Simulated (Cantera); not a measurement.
Feed: 1 mol SiH2Cl2, 19 mol NH3, held at 627 °C and 7.50 Torr.

Cantera equilibrium calculation (NASA polynomials, part measured and part estimated; ideal gas, pure solids and liquids). Candidate condensed phases: NH4Cl, Si, Si3N4; 28 gas species. The numbers say what is thermodynamically allowed, not how fast it happens.

Base state: H2 0.725, N2 0.225, HCl 0.0508 (mole fractions); condensed: Si3N4(s).

**Question.** What changes in the equilibrium state with this change: NH3 from 19 to 3.4 mol?

**Answer.** 
```
species         before    after
-------------  -------  -------
H2               0.725    0.634
HCl             0.0508    0.234
N2               0.225    0.129
SiCl4          3.50e-6  0.00298
SiHCl3         1.42e-7  2.29e-5
Si3N4(s), mol    0.333    0.325
```
